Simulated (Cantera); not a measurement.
What does this Cantera script print?

```python
import numpy as np
import cantera as ct

gas_names = """
    C CN C2 CCN CNC C2N2 C3 C4 C4N2 C5 N N2 Si SiC SiC2 SiN Si2 Si2C Si2N Si3
""".split()
cond_names = """
    C(gr) Si(cr) Si(L) SiC(b) Si3N4(a)
""".split()


# ... load() reads the species with a 1 bar reference pressure and builds the phases ...
atoms = {
    'SiC': {'Si': 1, 'C': 1},
    'C': {'C': 1},
    'N2': {'N': 2},
}
top_T = {'C(gr)': 4500, 'SiC(b)': 3050, 'Si3N4(a)': 2400}  # K; cautious upper limits of use, not melting points


# ... equilibrate(T, P, feed) seeds the gas with the atoms and calls Mixture.equilibrate('TP', solver="vcs", rtol=1e-11, max_steps=5000) ...
results = []
T = 2300  # K
P = 51  # Pa
for m in [0.75, 0.92, 1.1, 1.4, 1.7, 2.1, 2.6, 3.2, 3.9]:
    feed = {'SiC': 1, 'C': 0.0057, 'N2': m}  # mol
    mix = equilibrate(T, P, feed)
    results.append((T, P, feed, dict(zip(mix.species_names, mix.species_moles))))

top = {s: max(r[3][s] / sum(r[3][g] for g in gas_names) for r in results) for s in gas_names}
cols = sorted((s for s in top if top[s] > 0.0001), key=lambda s: -top[s])[:5]
seen = [c for c in cond_names if any(r[3].get(c, 0) > 1e-12 for r in results)]
print("log10 of partial pressures in bar; condensed amounts in mol")
print(f"{'n(N2)':>10s}" + "".join(f"{s[:9]:>10s}" for s in cols + seen))
for T, P, feed, n in results:
    ng = sum(n[g] for g in gas_names)
    print(f"{feed['N2']:10.4g}" + "".join(f"{np.log10(max(n[s] / ng * P / 1e5, 1e-99)):10.3f}" for s in cols)
          + "".join(f"{n.get(c, 0):10.4g}" for c in seen))
```

Result:

```
log10 of partial pressures in bar; condensed amounts in mol
     n(N2)        N2        Si      SiC2      Si2C       Si2     C(gr)    SiC(b)
      0.75    -3.461    -3.874    -4.734    -4.964    -6.431     0.281    0.6202
      0.92    -3.461    -3.874    -4.734    -4.964    -6.431    0.3434    0.5341
       1.1    -3.461    -3.874    -4.734    -4.964    -6.431    0.4095    0.4429
       1.4    -3.461    -3.874    -4.734    -4.964    -6.431    0.5196     0.291
       1.7    -3.461    -3.874    -4.734    -4.964    -6.431    0.6297    0.1391
       2.1    -3.453    -3.890    -4.750    -4.997    -6.464    0.7314         0
       2.6    -3.427    -3.950    -4.810    -5.117    -6.584    0.7344         0
       3.2    -3.406    -4.012    -4.872    -5.241    -6.708     0.737         0
       3.9    -3.388    -4.075    -4.935    -5.366    -6.833    0.7392         0
```

Method: chemical equilibrium by Gibbs-energy minimisation in Cantera with the NASA 1993 tables (ideal gas, pure condensed phases). The tables' values for SiN are old estimates; treat these amounts as uncertain.
